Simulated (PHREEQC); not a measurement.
**Alkaline etch or developer: speciation**

Make-up at 25 °C and 100 atm: 0.00275 mol TMAH and 0.0014 mol Na2SiO3 per kg of water. Closed to the air; pH follows from the charge balance.

Equilibrium calculation in PHREEQC: ion-association model, phreeqc.dat.

No solid was allowed to form.

Question: Predict the pH, ionic strength.

Answer: pH 11.54; ionic strength 0.00559 mol/kgw.

Question: In which forms is Si present?

Answer: H3SiO4- 95 %, H2SiO4-2 3.1 %, H4SiO4 1.6 % of the Si.

Under pressure, the constants of complexes without a molar volume in the database are unreliable. (CH3)4N+ isn't in the database: it is added as a free cation with an ion size of 4 Å.
